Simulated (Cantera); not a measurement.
## Carbon deposition, reforming and gasification: acetone + NH₃

Input: 1 mol acetone, 0.17 mol NH₃, held at 425 °C and 74300 Torr.

Cantera equilibrium calculation (NASA polynomials, part measured and part estimated; ideal gas, pure solids and liquids). Candidate condensed phases: C, C₆H₆, C₇H₈, C₈H₁₈, H₂O; 136 gas species. The feed counts by its element totals alone. The ideal-gas law is rough above about 30 bar. The numbers say what is thermodynamically allowed, not how fast it happens.

| Quantity | Value |
|---|---|
| x(CH₄) | 0.535 |
| x(H₂O) | 0.357 |
| x(CO₂) | 0.0444 |
| x(N₂) | 0.0376 |
| x(H₂) | 0.0247 |
| x(NH₃) | 0.000716 |
| x(CO) | 0.000321 |
| x(C₂H₆) | 4.87e-5 |
| n(C(graphite)) | 1.70 mol |
| gas amount | 2.240 mol |
